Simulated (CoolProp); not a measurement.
n-pentane along the isobar 8.94 bar: Z from the reference equation and from simpler models built on Tc = 469.7 K, pc = 33.68 bar, ω = 0.251; each cubic takes its own stable root.

Values from CoolProp's reference Helmholtz-energy equation of state, Thol 2019.

```tsv
T (K)	phase	reference
453	gas	0.8881
471.6	gas	0.9041
490.1	gas	0.9171
508.7	gas	0.9279
527.2	gas	0.9369
545.8	gas	0.9446
564.3	gas	0.9512
582.9	gas	0.9569
601.4	gas	0.9618
620	gas	0.9662
```

Problem. How far does each simpler model (Pitzer virial, van der Waals, Redlich-Kwong, Peng-Robinson) lie from the reference over these 10 states: mean and median of the absolute difference, and the worst?

Solution. 
- Pitzer virial: mean 0.3 %, median 0.2 %, worst +0.8 % at 453 K and 8.94 bar
- van der Waals: mean 0.7 %, median 0.5 %, worst +2.1 % at 453 K and 8.94 bar
- Redlich-Kwong: mean 0.4 %, median 0.4 %, worst -0.6 % at 620 K and 8.94 bar
- Peng-Robinson: mean 0.8 %, median 0.8 %, worst -1.0 % at 471.6 K and 8.94 bar
